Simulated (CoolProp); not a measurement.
Saturated liquid density (kg/m³) of chloromethane (R40): the reference equation beside estimates from Tc = 418.6 K, pc = 6929 kPa, ω = 0.150. Rackett uses Z = 0.29056 − 0.08775 ω.

Model: reference Helmholtz-energy equation of state, Thol 2014, in CoolProp.

```
T (K)  reference  Rackett  Soave-Redlich-Kwong
-----  ---------  -------  -------------------
245.4       1010    981.5                933.1
259.5      985.2    958.4                910.3
273.6      959.5    934.3                885.6
287.6      932.8    909.3                859.3
301.7      904.5    882.9                830.4
315.8      874.6    855.0                799.0
329.9      842.7    825.3                764.5
343.9      808.4    793.4                726.5
358        770.3    758.1                683.7
372.1      727.1    718.4                634.9
386.2      675.5    671.8                577.4
```

Absolute difference from the reference over all 11 rows, mean and median: Rackett 2.1 and 2.2 %, Soave-Redlich-Kwong 9.6 and 8.6 %.
